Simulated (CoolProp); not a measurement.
Computed with CoolProp (reference Helmholtz-energy equation of state, Lemmon 2013).

Question: For propylene, give the phase and the cp (kJ/(kg K)), conductivity (mW/(m K)), Prandtl number at -57.75 °C and 0.0564 MPa; -57.75 °C and 2.62 MPa.

Answer: 
- -57.75 °C and 0.0564 MPa: gas; cp 1.28, conductivity 9.90, Prandtl number 0.784
- -57.75 °C and 2.62 MPa: liquid; cp 2.14, conductivity 151, Prandtl number 3.19

Viscosity comes from a separate model (Huber 2003), an estimate that may be off by 10 % or more. Thermal conductivity comes from a separate model (Huber 2003), an estimate that may be off by 10 % or more.
